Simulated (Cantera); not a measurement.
Feed: 1 mol CCl₄, 3.8 mol H₂, equilibrated at 2725 °C and 36.0 Pa.

Cantera equilibrium calculation (NASA polynomials, part measured and part estimated; ideal gas, pure solids and liquids). Candidate condensed phases: C, C₆H₆, C₇H₈, C₈H₁₈; 91 gas species. The numbers say what is thermodynamically allowed, not how fast it happens.

Base state: H 0.612, Cl 0.326, C 0.0339, C₃ 0.0125, H₂ 0.00548, C₂ 0.00517, HCl 0.00428, C₂H 0.000390 (mole fractions); condensed: gas only.

Question: What changes in the equilibrium state with this change: temperature from 2725 °C to 2525 °C?

Answer: 
```csv
species,before,after
H,0.612,0.598
Cl,0.326,0.329
C₃,0.0125,0.0217
C,0.0339,0.0113
H₂,0.00548,0.0195
HCl,0.00428,0.0155
C₂H₂ (acetylene),2.03e-5,0.000259
C₅,1.36e-5,8.24e-5
```
